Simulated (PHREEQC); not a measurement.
# Acid rinse or clean: speciation

A solution holds 0.0099 mol H2SO4, 0.084 mol ZnSO4 and 0.0086 mol CuCl2 per kg of water, at 20 °C. Closed to the air; pH follows from the charge balance.

Computed with PHREEQC (ion-association model, wateq4f.dat).

Each row changes one thing in this solution. This is a speciation only: nothing precipitates in the calculation.

| case | pH | ionic strength (mol/kgw) | Zn+2 (mol/kgw) | SO4-2 (mol/kgw) | ZnSO4 (mol/kgw) | Cl- (mol/kgw) | SI of Goslarite (ZnSO4:7H2O) | SI of Chalcanthite (CuSO4:5H2O) |
|---|---|---|---|---|---|---|---|---|
| as made | 2.09 | 0.201 | 0.0442 | 0.0333 | 0.0307 | 0.0166 | -1.85 | -2.11 |
| H2SO4 from 0.0099 to 0.0198 mol/kgw | 1.79 | 0.213 | 0.0446 | 0.0340 | 0.0304 | 0.0166 | -1.86 | -2.12 |
| diluted 5-fold with water | 2.63 | 0.0492 | 0.0106 | 0.0104 | (withheld) | 0.00340 | -2.60 | -2.90 |
| H2SO4 left out | 5.14 | 0.189 | 0.0438 | 0.0326 | 0.0312 | 0.0166 | -1.85 | -2.11 |
| diluted 2-fold with water | 2.32 | 0.109 | (withheld) | 0.0205 | 0.0154 | 0.00841 | (withheld) | -2.44 |
| temperature from 20 to 55 °C | 2.27 | 0.191 | (withheld) | 0.0314 | 0.0326 | 0.0151 | -2.20 | -2.32 |

Question: Fill in the missing entries.

Answer: 
- diluted 5-fold with water, ZnSO4 (mol/kgw): 0.00561
- diluted 2-fold with water, Zn+2 (mol/kgw): 0.0237
- diluted 2-fold with water, SI of Goslarite (ZnSO4:7H2O): -2.16
- temperature from 20 to 55 °C, Zn+2 (mol/kgw): 0.0428

Complexes and solids missing from the database can't appear. Some of these states are supersaturated (in Antlerite, Brochantite, for instance). Constants without temperature data keep their 25 °C values here.
